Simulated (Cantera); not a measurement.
Feed: 1 mol CS₂, 0.9 mol H₂, at 1.00 bar.

These are equilibrium values from Cantera (NASA tables, ideal gas, pure condensed phases), not measurements of a reactor. Candidate condensed phases: C, C₆H₆, C₇H₈, C₈H₁₈, S; 83 gas species. The numbers say what is thermodynamically allowed, not how fast it happens. All values below are at 1973 K.

Base state: H₂ 0.401, CS₂ 0.388, S₂ 0.0914, H₂S 0.0771, CS 0.0275, SH 0.0129, H 0.000854, S 0.000804 (mole fractions); condensed: C(graphite).

Problem. What changes in the equilibrium state with this change: pressure from 1.00 bar to 0.000140 bar?

Solution. 
```tsv
species	before	after
CS	0.0275	0.336
H₂	0.401	0.321
S₂	0.0914	0.122
CS₂	0.388	0.0647
S	0.000804	0.0784
H₂S	0.0771	0.000842
H	0.000854	0.0646
SH	0.0129	0.0133
CH₄	7.33e-5	<1e-9
C₂H₂ (acetylene)	0.000257	3.21e-6
C(graphite), mol	0.227	0
```

Problem. What changes in the equilibrium state with this change: H₂ from 0.9 to 0.27 mol?

Solution. 
```json
[
 {"species": "CS₂", "before": "0.388", "after": "0.604"},
 {"species": "H₂", "before": "0.401", "after": "0.167"},
 {"species": "S₂", "before": "0.0914", "after": "0.142"},
 {"species": "H₂S", "before": "0.0771", "after": "0.0401"},
 {"species": "CS", "before": "0.0275", "after": "0.0343"},
 {"species": "SH", "before": "0.0129", "after": "0.0104"},
 {"species": "CH₄", "before": "7.33e-5", "after": "1.28e-5"},
 {"species": "C₂H₂ (acetylene)", "before": "0.000257", "after": "0.000107"},
 {"species": "C(graphite), mol", "before": "0.227", "after": "0.191"}
]
```
